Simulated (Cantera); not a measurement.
A freely propagating, adiabatic, planar premixed flame of H2 : O2 : N2 = 1 : 0.238 : 1.12 (molar parts), equivalence ratio 2.1, unburnt at 575 K and 750 Torr; mixture-averaged transport, grid criteria slope 0.08 and curve 0.16, no radiation.

Model: the H2/O2 subset of GRI-Mech 3.0, which has no nitrogen chemistry, integrated in Cantera. Burning velocities carry a grid error of a few per cent, more on coarse grids.

x: mole fraction of selected species; z is measured from the peak of heat release.

| z (mm) | T (K) | u (m/s) | x H2 | x O2 | x H | x H2O | x OH | x H2O2 |
|---|---|---|---|---|---|---|---|---|
| -1.38 | 575 | 7.03 | 0.424 | 0.101 | <1e-8 | <1e-8 | <1e-8 | <1e-8 |
| -0.923 | 575 | 7.03 | 0.424 | 0.101 | <1e-8 | <1e-8 | <1e-8 | <1e-8 |
| -0.692 | 575 | 7.03 | 0.424 | 0.101 | <1e-8 | <1e-8 | <1e-8 | <1e-8 |
| -0.461 | 575 | 7.03 | 0.424 | 0.101 | 1.17e-7 | 3.32e-7 | <1e-8 | <1e-8 |
| -0.231 | 605 | 7.36 | 0.419 | 0.101 | 0.000357 | 0.00149 | 8.81e-5 | 4.94e-6 |
| -0.115 | (withheld) | 9.73 | 0.389 | 0.0942 | (withheld) | (withheld) | (withheld) | (withheld) |
| 0 | 1183 | 13.7 | 0.304 | 0.0621 | 0.0412 | 0.0903 | 0.00159 | 1.54e-6 |
| 0.115 | 1437 | 16.6 | 0.225 | 0.0175 | 0.0720 | 0.176 | 0.00281 | 7.90e-7 |
| 0.231 | 1549 | 17.7 | 0.204 | (withheld) | 0.0759 | 0.205 | 0.00290 | (withheld) |
| 0.461 | 1651 | 18.8 | 0.207 | 0.000473 | 0.0661 | 0.212 | 0.00307 | 3.12e-7 |
| 0.923 | 1756 | 19.8 | 0.216 | 0.000258 | 0.0519 | 0.215 | 0.00307 | 1.92e-7 |
| 1.85 | 1856 | 20.8 | 0.224 | 0.000152 | 0.0379 | 0.217 | 0.00274 | 1.03e-7 |
| 3.69 | 1940 | 21.6 | 0.231 | 7.54e-5 | 0.0258 | 0.219 | 0.00217 | 5.08e-8 |

Task: What belongs in the gaps?

Result: 
- -0.115, T (K): 817
- -0.115, x H: 0.00792
- -0.115, x H2O: 0.0204
- -0.115, x OH: 0.000517
- -0.115, x H2O2: 8.57e-6
- 0.231, x O2: 0.00331
- 0.231, x H2O2: 4.62e-7
